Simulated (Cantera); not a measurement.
A perfectly stirred reactor is fed with 5.27 % CH4, 19.9 % O2, 74.9 % N2, at 1.01 bar; it is adiabatic with a 650 K inlet, and is followed from long to short residence time, starting on the burning branch (τ in s: 0.1, 0.032, 0.01, 0.0032, 0.001, 0.00032, 0.0001, 3.3e-05, 1e-05, 3.3e-06).

Cantera simulation using GRI-Mech 3.0 (53 species, 325 reactions); the numbers are that mechanism's predictions, not measurements.

**Question.** Predict: blow-out, bracketed by the residence times tried; x(CH4) at τ = 0.100 s; x(O2) at τ = 0.100 s; x(CO2) at τ = 0.100 s; x(NO2) at τ = 0.100 s; x(N2O) at τ = 0.100 s; x(CH4) at τ = 0.320 ms; x(O2) at τ = 0.320 ms; x(CO2) at τ = 0.320 ms; x(NO2) at τ = 0.320 ms; x(N2O) at τ = 0.320 ms.

**Answer.** blow-out, bracketed by the residence times tried: burning at 0.320 ms, out at 0.100 ms
x(CH4) at τ = 0.100 s: 8.86e-6
x(O2) at τ = 0.100 s: 0.0931
x(CO2) at τ = 0.100 s: 0.0524
x(NO2) at τ = 0.100 s: 3.82e-8
x(N2O) at τ = 0.100 s: 4.38e-7
x(CH4) at τ = 0.320 ms: 0.000504
x(O2) at τ = 0.320 ms: 0.0982
x(CO2) at τ = 0.320 ms: 0.0400
x(NO2) at τ = 0.320 ms: 3.85e-9
x(N2O) at τ = 0.320 ms: 3.48e-7
